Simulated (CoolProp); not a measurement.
Values from CoolProp's reference Helmholtz-energy equation of state, Bücker 2006.

Question: Give the vapour pressure (bar), enthalpy of vaporisation (kJ/kg), liquid cp (kJ/(kg K)), vapour Z of saturated ethane at -0.25, 5.95, 18.35 °C.

Answer: 
```json
[
 {"T (°C)": "-0.25", "p (bar)": "23.7", "enthalpy of vaporisation (kJ/kg)": "303", "liquid cp (kJ/(kg K))": "3.61", "vapour Z": "0.687"},
 {"T (°C)": "5.95", "p (bar)": "27.5", "enthalpy of vaporisation (kJ/kg)": "279", "liquid cp (kJ/(kg K))": "3.93", "vapour Z": "0.649"},
 {"T (°C)": "18.35", "p (bar)": "36.3", "enthalpy of vaporisation (kJ/kg)": "217", "liquid cp (kJ/(kg K))": "5.35", "vapour Z": "0.555"}
]
```
